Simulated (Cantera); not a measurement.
Input (Python, Cantera) and output of one run.

```python
import numpy as np
import cantera as ct

gas_names = """
    H HNO HNO2 HNO3 HO2 H2 H2O H2O2 N NH NH2 NH3 NH2OH NO NO2 NO3 N2 N2H2 N2H4 N2O O OH O2 O3 Si SiH
    SiH2 SiH3 SiH4 SiN SiO SiO2 Si2 Si2N Si3
""".split()
cond_names = """
    H2O(s) H2O(L) Si(cr) Si(L) SiO2(Lqz) SiO2(hqz) SiO2(L) Si2N2O(s) Si3N4(a)
""".split()


# ... load() reads the species with a 1 bar reference pressure and builds the phases ...
atoms = {
    'Si3N4': {'Si': 3, 'N': 4},
    'H2O': {'H': 2, 'O': 1},
    'H2': {'H': 2},
}
top_T = {'Si2N2O(s)': 2100, 'Si3N4(a)': 2400}  # K; cautious upper limits of use, not melting points


# ... equilibrate(T, P, feed) seeds the gas with the atoms and calls Mixture.equilibrate('TP', solver="vcs", rtol=1e-11, max_steps=5000) ...
results = []
feed = {'Si3N4': 1, 'H2O': 7.2, 'H2': 0.34}  # mol
T = 775  # K
P = 22000  # Pa
mix = equilibrate(T, P, feed)
results.append((T, P, feed, dict(zip(mix.species_names, mix.species_moles))))
x = sorted(zip(gas.X, gas.species_names), reverse=True)
print(f"T = {T:g} K  P = {P:g} Pa  gas = {mix.phase_moles(0):.4g} mol")
print("   x: " + "  ".join(f"{s} {v:.3e}" for v, s in x if v > 0.001))
print("   condensed (mol): " + ("  ".join(f"{mix.phase(i).name} {mix.phase_moles(i):.4g}"
      for i in range(1, mix.n_phases) if mix.phase_moles(i) > 1e-12) or "none"))
```

It prints:

```
T = 775 K  P = 22000 Pa  gas = 9.538 mol
   x: H2 6.644e-01  N2 2.096e-01  H2O 1.258e-01
   condensed (mol): SiO2(Lqz) 3
```

These are equilibrium values from Cantera (NASA tables, ideal gas, pure condensed phases), not measurements of a reactor.
